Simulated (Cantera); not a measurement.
# Adiabatic ignition

An adiabatic, constant-pressure homogeneous reactor starts with 28.3 % H₂, 15.1 % O₂, 56.6 % N₂, equivalence ratio 0.94, at 1050 K and 21.0 bar.

Computed with Cantera and the H2/O2 subset of GRI-Mech 3.0, which has no nitrogen chemistry. The hydrogen kinetics of GRI-Mech 3.0 are dated; newer H2 mechanisms differ, most at raised pressure. The pressure lies above the range GRI-Mech 3.0 was tuned for (to about 10 atm).

```json
[
 {"t (s)": "1.00e-6", "T (K)": "1050", "x H₂": "0.283", "x O₂": "0.151", "x H": "6.06e-11", "x O": "8.24e-12", "x H₂O₂": "2.02e-11", "x HO₂": "5.01e-9"},
 {"t (s)": "3.98e-6", "T (K)": "1050", "x H₂": "0.283", "x O₂": "0.151", "x H": "6.38e-11", "x O": "8.68e-12", "x H₂O₂": "3.28e-10", "x HO₂": "2.03e-8"},
 {"t (s)": "1.59e-5", "T (K)": "1050", "x H₂": "0.283", "x O₂": "0.151", "x H": "7.74e-11", "x O": "1.05e-11", "x H₂O₂": "5.22e-9", "x HO₂": "8.16e-8"},
 {"t (s)": "6.32e-5", "T (K)": "1050", "x H₂": "0.283", "x O₂": "0.151", "x H": "1.46e-10", "x O": "1.98e-11", "x H₂O₂": "8.16e-8", "x HO₂": "3.45e-7"},
 {"t (s)": "0.000252", "T (K)": "1050", "x H₂": "0.283", "x O₂": "0.151", "x H": "8.07e-10", "x O": "1.10e-10", "x H₂O₂": "1.54e-6", "x HO₂": "2.26e-6"},
 {"t (s)": "0.00100", "T (K)": "1052", "x H₂": "0.283", "x O₂": "0.150", "x H": "2.59e-8", "x O": "3.54e-9", "x H₂O₂": "9.88e-5", "x HO₂": "3.24e-5"},
 {"t (s)": "0.00399", "T (K)": "2866", "x H₂": "0.0156", "x O₂": "0.0139", "x H": "0.00282", "x O": "0.00181", "x H₂O₂": "2.28e-6", "x HO₂": "1.59e-5"},
 {"t (s)": "0.0159", "T (K)": "2866", "x H₂": "0.0156", "x O₂": "0.0139", "x H": "0.00282", "x O": "0.00181", "x H₂O₂": "2.28e-6", "x HO₂": "1.59e-5"},
 {"t (s)": "0.0633", "T (K)": "2866", "x H₂": "0.0156", "x O₂": "0.0139", "x H": "0.00282", "x O": "0.00181", "x H₂O₂": "2.28e-6", "x HO₂": "1.59e-5"},
 {"t (s)": "0.252", "T (K)": "2866", "x H₂": "0.0156", "x O₂": "0.0139", "x H": "0.00282", "x O": "0.00181", "x H₂O₂": "2.28e-6", "x HO₂": "1.59e-5"},
 {"t (s)": "1.00", "T (K)": "2866", "x H₂": "0.0156", "x O₂": "0.0139", "x H": "0.00282", "x O": "0.00181", "x H₂O₂": "2.28e-6", "x HO₂": "1.59e-5"},
 {"t (s)": "4.00", "T (K)": "2866", "x H₂": "0.0156", "x O₂": "0.0139", "x H": "0.00282", "x O": "0.00181", "x H₂O₂": "2.28e-6", "x HO₂": "1.59e-5"}
]
```
x: mole fraction; the columns are a selection and need not sum to one.

time of steepest temperature rise: 2.14 ms
temperature at 4.00 s: 2866 K
equilibrium temperature: 2866 K
x(H₂) at 4.00 s: 0.0156 (gas-phase equilibrium 0.0156)
x(O₂) at 4.00 s: 0.0139 (gas-phase equilibrium 0.0139)
x(H) at 4.00 s: 0.00282 (gas-phase equilibrium 0.00282)
